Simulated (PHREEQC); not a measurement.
Na2CO3 is added in steps, without added water, to 1 kg of water holding 0.011 mol MnSO4, 0.001 mol MgSO4, 0.00012 mol NaF and 0.03 mol Na2SO4, at 54 °C. The system is closed to oxygen. The system is closed to CO2. Solids allowed: Brucite, Rhodochrosite, Pyrochroite, Nesquehonite, Mirabilite, Epsomite, Nahcolite, Natron. Others were left out.

Base run: PHREEQC, ion-association model, wateq4f.dat. Each further column changes one thing. The table gives pH.

| Na2CO3 added (mol) | base | Debye-Hückel limiting law | Davies equation for every ion | all activity coefficients set to 1 |
|---|---|---|---|---|
| 0 | 6.41 | 6.39 | 6.42 | 6.60 |
| 0.001875 | 7.14 | 7.22 | 7.16 | 7.28 |
| 0.004125 | 7.24 | 7.32 | 7.26 | 7.38 |
| 0.006 | 7.35 | 7.43 | 7.37 | 7.50 |
| 0.007875 | 7.51 | 7.58 | 7.53 | 7.66 |
| 0.01013 | 7.90 | 7.95 | 7.91 | 8.02 |
| 0.012 | 9.51 | 9.52 | 9.52 | 9.63 |

At this temperature some constants are extrapolated from 25 °C, and those without enthalpy data are left unchanged.
